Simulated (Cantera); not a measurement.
## Silicon oxide and oxynitride deposition: Si₂H₆ + O₃ + H₂

Input: 1 mol Si₂H₆, a varied amount of O₃, 11 mol H₂, held at 1598 K and 0.0510 bar.

Equilibrium computed with Cantera from the NASA thermochemical tables; the gas is ideal and each condensed phase is pure. Candidate condensed phases: H₂O, Si, SiO₂; 18 gas species. The feed counts by its element totals alone. Mutual solubility and eutectic melting of coexisting phases are not modelled. The tables hold silica as quartz up to 1696 K and as liquid above; real silica turns to tridymite and cristobalite and melts near 1996 K. Rates play no part.

```csv
n(O₃) (mol),log p H₂,log p H₂O,log p SiO,log p H,log p SiH₂,log p Si,log p OH,n Si(s),n SiO₂(β-quartz)
0.15,-1.31,-6.60,-2.80,-4.93,-6.62,-7.03,-11.63,1.55,0
0.22,-1.31,-6.45,-2.64,-4.93,-6.62,-7.03,-11.47,1.34,0
0.31,-1.32,-6.37,-2.56,-4.93,-6.63,-7.03,-11.40,1.13,0.0649
0.44,-1.32,-6.37,-2.56,-4.93,-6.63,-7.03,-11.40,0.940,0.260
0.63,-1.32,-6.37,-2.56,-4.93,-6.63,-7.03,-11.40,0.655,0.545
0.89,-1.32,-6.37,-2.56,-4.93,-6.63,-7.03,-11.40,0.265,0.935
1.3,-1.30,-5.47,-3.44,-4.92,-8.36,-8.79,-10.51,0,1.90
1.8,-1.34,-2.29,-6.66,-4.94,<-13,<-13,-7.31,0,2.00
```
log p: log10 of the partial pressure in bar; n: condensed amount in mol.

From 0.15 mol O₃ to 0.22 mol O₃ the condensed part is Si(s). From 0.31 mol O₃ to 0.89 mol O₃ the condensed part is Si(s) + SiO₂(β-quartz). From 1.3 mol O₃ to 1.8 mol O₃ the condensed part is SiO₂(β-quartz). The main Si-bearing gas is SiO throughout.
